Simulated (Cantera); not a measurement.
**Adiabatic ignition**

An adiabatic, constant-pressure homogeneous reactor starts with 22.6 % CH3OH, 16.1 % O2, 60.7 % N2, 0.609 % H2O, equivalence ratio 2.1, at 1148 K and 1.00 bar.

Detailed kinetics in Cantera: GRI-Mech 3.0 (53 species, 325 reactions). GRI-Mech 3.0 was tuned for natural gas; its chemistry of methanol as a main component is partial and can be far from experiment.

```
t (s)     T (K)  x CH3OH     x O2    x HO2      x H2       x O     x CH3
--------  -----  -------  -------  -------  --------  --------  --------
1.00e-6    1148    0.226    0.161  1.65e-9   1.15e-9  8.52e-12  9.78e-10
3.88e-6    1148    0.226    0.161  9.09e-9   6.30e-9  8.87e-12   3.55e-9
1.51e-5    1148    0.226    0.161  4.13e-8   2.74e-8  9.02e-12   1.08e-8
5.85e-5    1148    0.226    0.161  1.86e-7   1.14e-7  9.22e-12   1.96e-8
0.000227   1148    0.226    0.161  7.81e-7   4.60e-7  9.28e-12   2.08e-8
0.000881   1148    0.226    0.161  3.02e-6   1.87e-6  9.52e-12   2.04e-8
0.00342    1148    0.226    0.161  1.05e-5   1.04e-5  1.26e-11   1.92e-8
0.0133     1149    0.225    0.161  5.85e-5  0.000289  1.22e-10   1.44e-8
0.0515     2279   <1e-12  8.41e-6  5.63e-9     0.137   1.28e-5  6.21e-12
0.200      2279   <1e-12  8.37e-6  5.60e-9     0.137   1.28e-5  6.24e-12
```
x: mole fraction; the columns are a selection and need not sum to one.

The time of steepest temperature rise comes out as 19.6 ms, the temperature at 0.200 s is 2279 K and the equilibrium temperature is 2279 K. The x(CH3OH) at 0.200 s comes out as <1e-12 (gas-phase equilibrium <1e-12) and the x(O2) at 0.200 s is 8.37e-6 (gas-phase equilibrium 8.37e-6). The x(HO2) at 0.200 s comes out as 5.60e-9 (gas-phase equilibrium 5.60e-9).
